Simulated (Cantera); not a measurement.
Feed: 1 mol SiO₂, 4.6 mol CH₄, 6.8 mol N₂, at 2200 K and 76.0 Pa.

Equilibrium computed with Cantera from the NASA thermochemical tables; the gas is ideal and each condensed phase is pure. Candidate condensed phases: C, C₆H₆, C₇H₈, C₈H₁₈, H₂O, Si, SiC, SiO₂, Si₂N₂O, Si₃N₄; 151 gas species. The tables' values for SiN are old estimates; treat these amounts as uncertain. Equilibrium is a limit: real reactors are often held back by kinetics, nucleation or transport.

What is the equilibrium state?


```
Quantity                             Result
--------------------------------  ---------
x(H₂)                                 0.385
x(N₂)                                 0.330
x(H)                                  0.127
x(CO)                                0.0978
x(Si)                                0.0403
x(HCN)                               0.0107
x(SiC₂)                             0.00387
x(Si₂C)                             0.00183
x(SiO)                              0.00107
n(C(graphite))                     2.15 mol
gas amount                        20.22 mol
log10 activity of Si(l) (absent)      -1.08
```
